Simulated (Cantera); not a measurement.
**Equilibrium for hydrogen reduction and annealing atmospheres: V2O3 + H2 + H2O**

Feed: 1 mol V2O3, 2600 mol H2, 1.4 mol H2O, held at 0.133 bar.

These are equilibrium values from Cantera (NASA tables, ideal gas, pure condensed phases), not measurements of a reactor. Candidate condensed phases: H2O, V, VO, V2O3, V2O4, V2O5; 12 gas species. Mutual solubility and eutectic melting of coexisting phases are not modelled. VO: taken at fixed stoichiometry. Condensed phases not in the tables: the oxides between V2O3 and V2O5 other than VO2. Kinetics and transport are ignored.

From 1050 K to 1200 K the condensed part is V2O3(s). From 1225 K to 1275 K the condensed part is VO(s) + V2O3(s).

```tsv
T (K)	log p H2	log p H2O	log p H	n V2O3(s)	n VO(s)
1050	-0.88	-4.14	-8.53	1.00	0
1075	-0.88	-4.14	-8.27	1.00	0
1100	-0.88	-4.14	-8.03	1.00	0
1125	-0.88	-4.14	-7.79	1.00	0
1150	-0.88	-4.14	-7.56	1.00	0
1175	-0.88	-4.14	-7.35	1.00	0
1200	-0.88	-4.14	-7.14	1.00	0
1225	-0.88	-4.13	-6.94	0.948	0.104
1250	-0.88	-4.04	-6.75	0.617	0.765
1275	-0.88	-3.95	-6.57	0.229	1.54
```
log p: log10 of the partial pressure in bar; n: condensed amount in mol.
